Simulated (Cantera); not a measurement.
Thermodynamics of chemical vapour transport, feed Si + Cl2 + N2

Input: 1 mol Si, 0.024 mol Cl2, 0.71 mol N2, equilibrated at 86000 Pa.

Equilibrium computed with Cantera from the NASA thermochemical tables; the gas is ideal and each condensed phase is pure. Candidate condensed phases: Si, Si3N4; 13 gas species. N2 is the only nitrogen source here; it is nearly inert below about 1500 K, so the nitride shown seldom forms there in practice. The tables' values for SiCl3 are old estimates; treat these amounts as uncertain. Rates play no part.

```csv
T (K),log p N2,log p SiCl4,log p SiCl3,log p SiCl2,n Si3N4(s)
1275,-0.16,-0.79,-2.74,-3.88,0.329
1300,-0.16,-0.79,-2.62,-3.66,0.329
1325,-0.16,-0.80,-2.49,-3.45,0.329
1350,-0.16,-0.80,-2.37,-3.25,0.329
1375,-0.16,-0.80,-2.26,-3.06,0.329
1400,-0.16,-0.81,-2.15,-2.87,0.329
1425,-0.16,-0.81,-2.05,-2.69,0.329
1450,-0.16,-0.82,-1.95,-2.52,0.329
1475,-0.16,-0.83,-1.86,-2.36,0.329
1500,-0.16,-0.84,-1.77,-2.20,0.329
```
log p: log10 of the partial pressure in bar; n: condensed amount in mol.

From 1275 K to 1500 K the condensed part is Si3N4(s). The main Si-bearing gas is SiCl4 throughout.
